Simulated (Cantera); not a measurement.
Equilibrium for carbothermic reduction: Cu2O + CO + H2

Feed: 1 mol Cu2O, 7 mol CO, a varied amount of H2, at 1277 °C and 0.0120 bar.

Cantera equilibrium calculation (NASA polynomials, part measured and part estimated; ideal gas, pure solids and liquids). Candidate condensed phases: C, C6H6, C7H8, C8H18, Cu, CuO, Cu(OH)2, Cu2O, H2O; 113 gas species. Rates play no part.

| n(H2) (mol) | x CO | x H2 | x CO2 | x H2O | x Cu | x H | n Cu(l) |
|---|---|---|---|---|---|---|---|
| 0.83 | 0.793 | 0.0782 | 0.0999 | 0.0276 | 0.00155 | 8.04e-5 | 1.99 |
| 2.4 | 0.686 | 0.206 | 0.0577 | 0.0485 | 0.00155 | 0.000131 | 1.99 |
| 4 | 0.598 | 0.309 | 0.0371 | 0.0537 | 0.00155 | 0.000160 | 1.98 |
| 5.5 | 0.533 | 0.386 | 0.0264 | 0.0535 | 0.00155 | 0.000179 | 1.98 |
| 7.1 | 0.476 | 0.451 | 0.0194 | 0.0514 | 0.00155 | 0.000193 | 1.98 |
| 8.7 | 0.430 | 0.504 | 0.0149 | 0.0487 | 0.00155 | 0.000204 | 1.98 |
| 10 | 0.399 | 0.541 | 0.0123 | 0.0465 | 0.00155 | 0.000211 | 1.97 |
| 12 | 0.358 | 0.587 | 0.00941 | 0.0431 | 0.00155 | 0.000220 | 1.97 |
| 13 | 0.341 | 0.607 | 0.00835 | 0.0416 | 0.00155 | 0.000224 | 1.97 |
x: gas mole fraction; n: condensed amount in mol.

From 0.83 mol H2 to 13 mol H2 the condensed part is Cu(l). The main Cu-bearing gas is Cu throughout.
